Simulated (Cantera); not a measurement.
An adiabatic, constant-volume homogeneous reactor starts with CH4 : CO : O2 : N2 : CO2 = 1 : 0.19 : 5.37 : 20.2 : 7.8 (molar parts), at 1800 K and 0.220 bar.

Model: GRI-Mech 3.0 (53 species, 325 reactions), integrated in Cantera.

### Question
Predict: time of steepest temperature rise; temperature at 0.600 s; equilibrium temperature; x(CO) at 0.600 s; x(O2) at 0.600 s; x(HO2) at 0.600 s.

### Answer
| Item | Result |
|---|---|
| time of steepest temperature rise | 0.553 ms |
| temperature at 0.600 s | 2299 K |
| equilibrium temperature | 2299 K |
| x(CO) at 0.600 s | 0.0170 (gas-phase equilibrium 0.0170) |
| x(O2) at 0.600 s | 0.0954 (gas-phase equilibrium 0.0953) |
| x(HO2) at 0.600 s | 2.39e-6 (gas-phase equilibrium 2.39e-6) |
